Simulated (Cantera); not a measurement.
SiH2Cl2 + N2 (silicon epitaxy and polysilicon growth)

A closed system holds: 1 mol SiH2Cl2, 13 mol N2, at 4.30 mbar.

These are equilibrium values from Cantera (NASA tables, ideal gas, pure condensed phases), not measurements of a reactor. Candidate condensed phases: NH4Cl, Si, Si3N4; 28 gas species. N2 is the only nitrogen source here; it is nearly inert below about 1500 K, so the nitride shown seldom forms there in practice. The tables' values for SiCl3, SiCl, SiN are old estimates; treat these amounts as uncertain. Equilibrium is a limit: real reactors are often held back by kinetics, nucleation or transport.

From 577 °C to 1402 °C the condensed part is Si3N4(s). At 1477 °C the condensed part is Si(l). The main Si-bearing gas is SiCl4 at 577 °C and SiCl2 at 1477 °C. The share of Si in condensed phases is highest at 877 °C (86.0 %) and lowest at 1477 °C (20.9 %).

```json
[
 {"T (°C)": "577", "log p N2": "-2.43", "log p HCl": "-3.41", "log p H2": "-3.97", "log p SiCl2": "-10.64", "log p SiCl4": "-4.28", "n Si3N4(s)": "0.275", "n Si(l)": "0"},
 {"T (°C)": "652", "log p N2": "-2.43", "log p HCl": "-3.39", "log p H2": "-4.01", "log p SiCl2": "-9.24", "log p SiCl4": "-4.31", "n Si3N4(s)": "0.279", "n Si(l)": "0"},
 {"T (°C)": "727", "log p N2": "-2.43", "log p HCl": "-3.38", "log p H2": "-4.04", "log p SiCl2": "-8.06", "log p SiCl4": "-4.34", "n Si3N4(s)": "0.283", "n Si(l)": "0"},
 {"T (°C)": "802", "log p N2": "-2.43", "log p HCl": "-3.37", "log p H2": "-4.06", "log p SiCl2": "-7.05", "log p SiCl4": "-4.37", "n Si3N4(s)": "0.285", "n Si(l)": "0"},
 {"T (°C)": "877", "log p N2": "-2.43", "log p HCl": "-3.36", "log p H2": "-4.08", "log p SiCl2": "-6.18", "log p SiCl4": "-4.40", "n Si3N4(s)": "0.287", "n Si(l)": "0"},
 {"T (°C)": "952", "log p N2": "-2.43", "log p HCl": "-3.36", "log p H2": "-4.09", "log p SiCl2": "-5.42", "log p SiCl4": "-4.45", "n Si3N4(s)": "0.285", "n Si(l)": "0"},
 {"T (°C)": "1027", "log p N2": "-2.43", "log p HCl": "-3.36", "log p H2": "-4.08", "log p SiCl2": "-4.80", "log p SiCl4": "-4.57", "n Si3N4(s)": "0.276", "n Si(l)": "0"},
 {"T (°C)": "1102", "log p N2": "-2.43", "log p HCl": "-3.39", "log p H2": "-4.03", "log p SiCl2": "-4.33", "log p SiCl4": "-4.85", "n Si3N4(s)": "0.251", "n Si(l)": "0"},
 {"T (°C)": "1177", "log p N2": "-2.43", "log p HCl": "-3.45", "log p H2": "-3.93", "log p SiCl2": "-4.03", "log p SiCl4": "-5.35", "n Si3N4(s)": "0.212", "n Si(l)": "0"},
 {"T (°C)": "1252", "log p N2": "-2.43", "log p HCl": "-3.54", "log p H2": "-3.83", "log p SiCl2": "-3.86", "log p SiCl4": "-5.99", "n Si3N4(s)": "0.169", "n Si(l)": "0"},
 {"T (°C)": "1327", "log p N2": "-2.43", "log p HCl": "-3.65", "log p H2": "-3.74", "log p SiCl2": "-3.76", "log p SiCl4": "-6.66", "n Si3N4(s)": "0.129", "n Si(l)": "0"},
 {"T (°C)": "1402", "log p N2": "-2.43", "log p HCl": "-3.78", "log p H2": "-3.68", "log p SiCl2": "-3.69", "log p SiCl4": "-7.33", "n Si3N4(s)": "0.0966", "n Si(l)": "0"},
 {"T (°C)": "1477", "log p N2": "-2.43", "log p HCl": "-3.91", "log p H2": "-3.65", "log p SiCl2": "-3.65", "log p SiCl4": "-7.98", "n Si3N4(s)": "0", "n Si(l)": "0.209"}
]
```
log p: log10 of the partial pressure in bar; n: condensed amount in mol.
